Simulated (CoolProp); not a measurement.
The fluid at 298.15 K and 1.15 MPa is throttled through a valve to 0.203 MPa with no heat exchange. The same conditions are run with several fluids, on thermodynamics alone (safety and materials aside).

Computed with CoolProp (reference Helmholtz-energy equation of state of each fluid (hexamethyldisiloxane (MM): Thol 2016; propylene glycol: Eisenbach 2021; chloromethane (R40): Thol 2014; n-perfluorobutane: Gao 2022; n-pentane: Thol 2019)).

```
fluid                      temperature change (K)                       final phase  final density (kg/m³)
-------------------------  ----------------------  --------------------------------  ---------------------
hexamethyldisiloxane (MM)                       ?                            liquid                      ?
propylene glycol                             +0.3                            liquid                   1030
chloromethane (R40)                         -31.7                                 ?                   37.9
n-perfluorobutane                               ?  two-phase, vapour fraction 0.105                      ?
n-pentane                                    +0.3                            liquid                      ?
```

**Question.** Fill in the missing entries.

**Answer.** 
- hexamethyldisiloxane (MM), temperature change (K): +0.4
- hexamethyldisiloxane (MM), final density (kg/m³): 759
- chloromethane (R40), final phase: two-phase, vapour fraction 0.125
- n-perfluorobutane, temperature change (K): -8.3
- n-perfluorobutane, final density (kg/m³): 185
- n-pentane, final density (kg/m³): 621
